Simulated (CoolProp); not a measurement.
Vapour-liquid equilibrium of toluene (1) + p-xylene (2) at 0.227 bar; x and y are mole fractions of (1).

The numbers come from the multi-fluid Helmholtz-energy mixture model, Lemmon 2006 and Zhou 2012; pair parameters Bell 2016 in CoolProp.

```json
[
 {"x": "0.05", "bubble temperature, mixture model (°C)": "88.1", "bubble temperature, Raoult's law (°C)": "88.2", "y, mixture model": "0.112", "y, Raoult's law": "0.113"},
 {"x": "0.125", "bubble temperature, mixture model (°C)": "85.5", "bubble temperature, Raoult's law (°C)": "85.5", "y, mixture model": "0.258", "y, Raoult's law": "0.258"},
 {"x": "0.2", "bubble temperature, mixture model (°C)": "83.0", "bubble temperature, Raoult's law (°C)": "83.1", "y, mixture model": "0.381", "y, Raoult's law": "0.381"},
 {"x": "0.275", "bubble temperature, mixture model (°C)": "80.7", "bubble temperature, Raoult's law (°C)": "80.8", "y, mixture model": "0.485", "y, Raoult's law": "0.485"},
 {"x": "0.35", "bubble temperature, mixture model (°C)": "78.6", "bubble temperature, Raoult's law (°C)": "78.7", "y, mixture model": "0.574", "y, Raoult's law": "0.574"},
 {"x": "0.425", "bubble temperature, mixture model (°C)": "76.6", "bubble temperature, Raoult's law (°C)": "76.8", "y, mixture model": "0.650", "y, Raoult's law": "0.650"},
 {"x": "0.5", "bubble temperature, mixture model (°C)": "74.7", "bubble temperature, Raoult's law (°C)": "75.0", "y, mixture model": "0.716", "y, Raoult's law": "0.717"},
 {"x": "0.575", "bubble temperature, mixture model (°C)": "73.0", "bubble temperature, Raoult's law (°C)": "73.2", "y, mixture model": "0.774", "y, Raoult's law": "0.775"},
 {"x": "0.65", "bubble temperature, mixture model (°C)": "71.5", "bubble temperature, Raoult's law (°C)": "71.6", "y, mixture model": "0.825", "y, Raoult's law": "0.827"},
 {"x": "0.725", "bubble temperature, mixture model (°C)": "70.0", "bubble temperature, Raoult's law (°C)": "70.1", "y, mixture model": "0.870", "y, Raoult's law": "0.872"},
 {"x": "0.8", "bubble temperature, mixture model (°C)": "68.6", "bubble temperature, Raoult's law (°C)": "68.7", "y, mixture model": "0.910", "y, Raoult's law": "0.912"},
 {"x": "0.875", "bubble temperature, mixture model (°C)": "67.3", "bubble temperature, Raoult's law (°C)": "67.3", "y, mixture model": "0.946", "y, Raoult's law": "0.948"},
 {"x": "0.95", "bubble temperature, mixture model (°C)": "66.0", "bubble temperature, Raoult's law (°C)": "66.0", "y, mixture model": "0.979", "y, Raoult's law": "0.980"}
]
```

The largest gap from Raoult's law is -0.3 K in bubble temperature, at x = 0.5. No azeotrope shows between x = 0.05 and 0.95.

The pair parameters rest on a limited set of measurements; away from them the model extrapolates.
